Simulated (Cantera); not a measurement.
A perfectly stirred reactor is fed with 1.79 % C₂H₆, 98.2 % N₂, at 3.08 Torr; it is held at 1675 K, and followed from long to short residence time.

Detailed kinetics in Cantera: GRI-Mech 3.0 (53 species, 325 reactions). GRI-Mech 3.0 stops at C3 and has no aromatics, soot or wall deposition, so with more carbon than oxygen in the feed, carbon stays in small species such as C2H2 where larger ones or solid carbon would form. Radical loss at walls, strong at low pressure, is not modelled.

x: mole fraction; the columns are a selection and need not sum to one.

| τ (s) | x C₂H₆ | x H | x CH₂ | x C₂H₄ | x HCN | x CH₄ | x H₂ |
|---|---|---|---|---|---|---|---|
| 0.68 | 5.62e-5 | 0.000518 | (withheld) | 0.000304 | 8.70e-5 | 0.00192 | 0.0303 |
| 0.27 | 0.000134 | 0.000563 | (withheld) | 0.000662 | 5.60e-5 | 0.00255 | 0.0285 |
| 0.11 | 0.000311 | 0.000611 | (withheld) | 0.00134 | 3.60e-5 | 0.00318 | 0.0259 |
| 0.042 | 0.000759 | 0.000657 | (withheld) | 0.00263 | 2.19e-5 | 0.00361 | 0.0221 |
| 0.017 | 0.00173 | 0.000672 | (withheld) | 0.00431 | 1.31e-5 | 0.00344 | 0.0174 |
| 0.0065 | 0.00403 | 0.000620 | (withheld) | 0.00557 | 6.71e-6 | 0.00243 | 0.0114 |
| 0.0026 | 0.00814 | 0.000466 | (withheld) | 0.00444 | 2.66e-6 | 0.00113 | 0.00569 |
| 0.0010 | 0.0133 | 0.000233 | (withheld) | 0.00156 | 5.03e-7 | 0.000300 | 0.00157 |
| 0.00040 | 0.0162 | 5.94e-5 | (withheld) | 0.000204 | 1.75e-8 | 6.06e-5 | 0.000186 |
| 0.00016 | 0.0172 | 7.29e-6 | (withheld) | 1.25e-5 | 5.07e-11 | 1.07e-5 | 9.56e-6 |

### Question
Complete the blanks.

### Answer

- 0.68, x CH₂: 7.16e-6
- 0.27, x CH₂: 1.06e-5
- 0.11, x CH₂: 1.51e-5
- 0.042, x CH₂: 2.09e-5
- 0.017, x CH₂: 2.65e-5
- 0.0065, x CH₂: 2.99e-5
- 0.0026, x CH₂: 2.60e-5
- 0.0010, x CH₂: 1.36e-5
- 0.00040, x CH₂: 3.27e-6
- 0.00016, x CH₂: 3.30e-7
